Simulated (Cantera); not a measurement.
Feed: 1 mol C2H6, 2.3 mol CO2, 0.72 mol N2, equilibrated at 252 °C and 0.100 bar.

Method: chemical equilibrium by Gibbs-energy minimisation in Cantera with the NASA 1993 tables (ideal gas, pure condensed phases). Candidate condensed phases: C, C6H6, C7H8, C8H18, H2O; 136 gas species. Equilibrium is a limit: real reactors are often held back by kinetics, nucleation or transport.

Base state: H2O 0.474, CO2 0.265, N2 0.157, CH4 0.0764, H2 0.0278, CO 0.000179, NH3 3.28e-5 (mole fractions); condensed: C(graphite).

Q: What changes in the equilibrium state with this change: CO2 from 2.3 to 3.8 mol?

A: 
```tsv
species	before	after
CO2	0.265	0.423
H2O	0.474	0.405
N2	0.157	0.118
CH4	0.0764	0.0350
H2	0.0278	0.0188
NH3	3.28e-5	1.58e-5
CO	0.000179	0.000226
C(graphite), mol	2.74	3.02
```
